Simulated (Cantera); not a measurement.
Mixture: CH₄ : O₂ : N₂ = 1 : 1.18 : 4.42 (molar parts), equivalence ratio 1.7, at 2.07 atm, adiabatic and at constant pressure. Ignition delay is the time to a rise of 400 K.

Detailed kinetics in Cantera: GRI-Mech 3.0 (53 species, 325 reactions).

Q: What does this change do: constant volume in place of constant pressure?

A: 
| quantity | before | after |
|---|---|---|
| delay at 1200 K | 31.4 ms | 29.4 ms |
| delay at 1400 K | 2.54 ms | 2.35 ms |
| delay at 1600 K | 0.313 ms | 0.288 ms |
| delay at 1800 K | 62.9 µs | 57.8 µs |
| delay at 2000 K | 19.6 µs | 17.8 µs |
| apparent activation energy between 1900 and 2100 K | 170 kJ/mol | 170 kJ/mol |
